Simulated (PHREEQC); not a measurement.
## Acid rinse or clean: an equilibrium model

Make-up at 80 °C: 0.0017 mol HBr, 0.0003 mol CuSO4 and 0.0033 mol MgCl2 per kg of water. It is in equilibrium with CO2 at log p = 0 (atm). Otherwise closed; pH follows from the charge balance.

Model: ion-association model, phreeqc.dat, run in PHREEQC.

Precipitation was switched off in this run.

**Question.** What pH, specific conductance does the model give?

**Answer.** pH 2.83; specific conductance 3610 µS/cm.

**Question.** In which forms is Mg present?

**Answer.** Mg+2 96 %, MgSO4 3.6 % of the Mg.

At this temperature some constants are extrapolated from 25 °C, and those without enthalpy data are left unchanged.
